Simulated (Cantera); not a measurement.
Input: 1 mol CaF2, 1 mol HF, 0.93 mol H2, held at 0.550 Pa.

These are equilibrium values from Cantera (NASA tables, ideal gas, pure condensed phases), not measurements of a reactor. Candidate condensed phases: Ca, CaF2; 15 gas species. Kinetics and transport are ignored.

Q: At 1175 K, list the 4 most abundant gas species with their mole fractions, and the condensed phases.

A: HF 0.518, H2 0.482, CaF2 4.38e-5, H 3.63e-5. Condensed: CaF2(s).
